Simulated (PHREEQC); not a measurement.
Make-up at 25 °C: 0.038 mol/kgw BaCl2, 0.00036 mol/kgw CO2 and 0.026 mol/kgw KCl. Closed to the air; pH follows from the charge balance.

Model: ion-association model, phreeqc.dat, run in PHREEQC.

This is a speciation only: nothing precipitates in the calculation.

Task: What pH, specific conductance does the model give?

Result: pH 4.87; specific conductance 11100 µS/cm.

Task: In which forms is C present?

Result: CO2 95 %, HCO3- 4.2 % of the C.

Species that the database lacks are ignored.
